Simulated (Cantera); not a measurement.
Input: 1 mol SiHCl₃, 0.83 mol HCl, 20 mol H₂, equilibrated at 560 Pa.

Method: chemical equilibrium by Gibbs-energy minimisation in Cantera with the NASA 1993 tables (ideal gas, pure condensed phases). Candidate condensed phases: Si; 19 gas species. The tables' values for SiCl₃, SiCl are old estimates; treat these amounts as uncertain. Gases not in the tables: Si₂H₆ and higher silanes. The numbers say what is thermodynamically allowed, not how fast it happens.

log p: log10 of the partial pressure in bar; n: condensed amount in mol.

| T (K) | log p H₂ | log p HCl | log p SiCl₂ | log p SiCl₄ | log p SiHCl₃ | log p H | log p SiCl₃ | n Si(s) | n Si(l) |
|---|---|---|---|---|---|---|---|---|---|
| 898 | -2.28 | -4.15 | -5.90 | -3.71 | -4.39 | -11.10 | -5.65 | … | 0 |
| 998 | -2.28 | -3.76 | -5.01 | -3.79 | -4.47 | -9.81 | -5.10 | … | 0 |
| 1098 | -2.29 | -3.48 | -4.36 | -3.98 | -4.63 | -8.75 | -4.74 | … | 0 |
| 1198 | -2.31 | -3.32 | -3.96 | -4.42 | -4.98 | -7.87 | -4.66 | … | 0 |
| 1298 | -2.31 | -3.27 | -3.80 | -5.13 | -5.53 | -7.13 | -4.85 | … | 0 |
| 1398 | -2.31 | -3.26 | -3.74 | -5.91 | -6.12 | -6.48 | -5.14 | … | 0 |
| 1498 | -2.31 | -3.27 | -3.71 | -6.63 | -6.66 | -5.92 | -5.42 | … | 0 |
| 1598 | -2.31 | -3.27 | -3.70 | -7.26 | -7.14 | -5.43 | -5.68 | … | 0 |
| 1698 | -2.31 | -3.28 | -3.69 | -7.82 | -7.57 | -5.00 | -5.90 | 0 | 0.156 |
| 1798 | -2.32 | -3.26 | -3.72 | -8.30 | -7.96 | -4.61 | -6.11 | 0 | 0.189 |

Problem. Complete the blanks.

Solution. 
- 898, n Si(s): 0.0653
- 998, n Si(s): 0.150
- 1098, n Si(s): 0.242
- 1198, n Si(s): 0.272
- 1298, n Si(s): 0.250
- 1398, n Si(s): 0.222
- 1498, n Si(s): 0.196
- 1598, n Si(s): 0.173
